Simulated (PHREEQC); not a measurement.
A solution holds 0.0019 mol/kgw KHCO3, 0.00063 mol/kgw NH3 and 0.085 mol/kgw LiCl, at 35 °C. Closed to the air; pH follows from the charge balance.

Model: ion-association model, phreeqc.dat, run in PHREEQC.

| quantity | before | after |
|---|---|---|
| pH | 9.14 | 8.64 |
| HCO3- (mol/kgw) | 0.00164 | 0.00181 |
| CO2 (mol/kgw) | 1.88e-6 | 6.64e-6 |
| SI of Sylvite (KCl) | -4.97 | -4.96 |

Q: Name the change that produced these shifts.
A) NH3 left out
B) NH3 from 0.00063 to 0.000126 mol/kgw
C) diluted 5-fold with water
D) NH3 from 0.00063 to 0.0063 mol/kgw
E) diluted 10-fold with water

A: B, NH3 from 0.00063 to 0.000126 mol/kgw

This is a speciation only: nothing precipitates in the calculation.
